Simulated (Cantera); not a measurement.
An isothermal, constant-pressure homogeneous reactor starts with C3H8 : H2 = 1 : 3.4 (molar parts), at 1173 K and 101000 Pa.

Detailed kinetics in Cantera: GRI-Mech 3.0 (53 species, 325 reactions). GRI-Mech 3.0 was tuned for natural gas; its chemistry of propane as a main component is partial and can be far from experiment. GRI-Mech 3.0 stops at C3 and has no aromatics, soot or wall deposition, so with more carbon than oxygen in the feed, carbon stays in small species such as C2H2 where larger ones or solid carbon would form.

Question: Predict: x(C3H8) at 4.00 s; x(H2) at 4.00 s; x(C2H6) at 4.00 s; x(C2H2) at 4.00 s; x(H) at 4.00 s; x(C2H4) at 4.00 s.

Answer: 
```json
{
  "x(C3H8) at 4.00 s": "7.32e-5 (gas-phase equilibrium 3.07e-6)",
  "x(H2) at 4.00 s": "0.535 (gas-phase equilibrium 0.341)",
  "x(C2H6) at 4.00 s": "0.0118 (gas-phase equilibrium 0.000793)",
  "x(C2H2) at 4.00 s": "0.0109 (gas-phase equilibrium 0.00170)",
  "x(H) at 4.00 s": "5.55e-7 (gas-phase equilibrium 6.89e-8)",
  "x(C2H4) at 4.00 s": "0.106 (gas-phase equilibrium 0.0109)"
}
```
